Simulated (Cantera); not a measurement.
Feed: 1 mol SiC, 0.0095 mol Si, 3.1 mol N2, at 0.133 bar.

Method: chemical equilibrium by Gibbs-energy minimisation in Cantera with the NASA 1993 tables (ideal gas, pure condensed phases). Candidate condensed phases: C, Si, SiC, Si3N4; 20 gas species. N2 is the only nitrogen source here; it is nearly inert below about 1500 K, so the nitride shown seldom forms there in practice. Mutual solubility and eutectic melting of coexisting phases are not modelled. The numbers say what is thermodynamically allowed, not how fast it happens.

Question: Which condensed phases are stable at each of these points (T (K)): 1450, 1650, 1850, 2050, 2250, 2450, 2650, 2850?

Answer: 
| T (K) | condensed phases | Si condensed (%) |
|---|---|---|
| 1450 | C(graphite) + Si3N4(s) | 100.0 |
| 1650 | SiC(s) + Si3N4(s) | 100.0 |
| 1850 | SiC(s) + Si3N4(s) | 100.0 |
| 2050 | Si(l) + SiC(s) | 99.8 |
| 2250 | SiC(s) | 99.0 |
| 2450 | C(graphite) + SiC(s) | 97.5 |
| 2650 | C(graphite) + SiC(s) | 79.2 |
| 2850 | C(graphite) | 0.0 |

At 1450 K the condensed part is C(graphite) + Si3N4(s). From 1650 K to 1850 K the condensed part is SiC(s) + Si3N4(s). At 2050 K the condensed part is Si(l) + SiC(s). At 2250 K the condensed part is SiC(s). From 2450 K to 2650 K the condensed part is C(graphite) + SiC(s). At 2850 K the condensed part is C(graphite).
